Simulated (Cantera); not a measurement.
Mixture: CH4 : CO : O2 : N2 = 1 : 0.041 : 1.19 : 4.47 (molar parts), at 1.00 bar, adiabatic and at constant pressure. Ignition delay is the time to a rise of 400 K.

Computed with Cantera and GRI-Mech 3.0 (53 species, 325 reactions).

What does this change do: CH4 1 to 0.39 parts?


| quantity | before | after |
|---|---|---|
| delay at 1148 K | 0.141 s | 84.6 ms |
| delay at 1248 K | 32.7 ms | 19.6 ms |
| delay at 1348 K | 8.74 ms | 5.32 ms |
| delay at 1448 K | 2.64 ms | 1.71 ms |
| delay at 1548 K | 0.911 ms | 0.655 ms |
| apparent activation energy between 1448 and 1548 K | 200 kJ/mol | 180 kJ/mol |

What does this change do: constant volume in place of constant pressure?


```
quantity                                                before       after
--------------------------------------------------  ----------  ----------
delay at 1148 K                                        0.141 s     0.132 s
delay at 1248 K                                        32.7 ms     30.6 ms
delay at 1348 K                                        8.74 ms     8.12 ms
delay at 1448 K                                        2.64 ms     2.45 ms
delay at 1548 K                                       0.911 ms    0.847 ms
apparent activation energy between 1448 and 1548 K  200 kJ/mol  200 kJ/mol
```
